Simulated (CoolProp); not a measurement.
Vapour-liquid equilibrium of methanol (1) + acetone (2) at 429.1 K; x and y are mole fractions of (1).

Computed with CoolProp (multi-fluid Helmholtz-energy mixture model, de Reuck 1993 and Lemmon 2006; pair parameters Bell 2016).

```
x     bubble pressure (bar)  y at the bubble point  dew pressure at overall composition x (bar)  liquid density (mol/L)
----  ---------------------  ---------------------  -------------------------------------------  ----------------------
0.05                  13.23                  0.071                                        13.11                   10.73
0.15                  13.98                  0.197                                        13.70                   11.27
0.25                  14.62                  0.308                                        14.29                   11.88
0.35                  15.16                  0.407                                        14.86                   12.55
0.45                  15.60                  0.499                                        15.37                   13.32
0.55                  15.93                  0.586                                        15.81                   14.19
0.65                  16.17                  0.671                                        16.12                   15.17
0.75                  16.29                  0.756                                        16.28                   16.30
0.85                  16.29                  0.846                                        16.29                   17.58
0.95                  16.16                  0.945                                        16.15                   19.06
```

y crosses x between x = 0.75 and 0.85: the model has an azeotrope there.

Pair parameters are fitted to limited data, so mixtures are less certain than the pure fluids.
